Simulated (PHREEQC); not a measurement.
A solution holds 0.068 mol/kgw NaOH, at 25 °C. Closed to the air; pH follows from the charge balance.

The numbers come from PHREEQC with the ion-association model, phreeqc.dat.

No solid was allowed to form.

Q: Estimate the pH, density.

A: pH 12.73; density 1.000 g/cm³.
